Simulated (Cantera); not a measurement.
# Diamond growth

A diamond (100) surface in a fixed gas of H2 with x(CH4) = 0.0047, x(H) = 0.0052, x(CH3) = 0.00041, 0.0240 bar; coverages are run to steady state.

Model: the Harris–Goodwin 1993 mechanism for the reconstructed diamond (100) surface, integrated in Cantera.

```
T (K)  growth (µm/h)  θ c6HH  θ c6H*  θ c6*H   θ c6**    θ c6HM
-----  -------------  ------  ------  ------  -------  --------
925             3.27   0.622  0.0114   0.292  0.00497    0.0544
1000            4.56   0.567  0.0174   0.355  0.00901    0.0376
1075            4.81   0.517  0.0245   0.412   0.0149    0.0212
1150            3.24   0.470  0.0326   0.462   0.0226   0.00768
1225            1.93   0.425  0.0408   0.498   0.0318   0.00195
1300            1.64   0.385  0.0489   0.522   0.0421  0.000457
1375            1.59   0.351  0.0566   0.538   0.0530  0.000107
```
θ: site fractions in the mechanism's names (c6HH fully hydrogenated, c6H* and c6*H radical sites, c6** diradical, c6HM methylated).
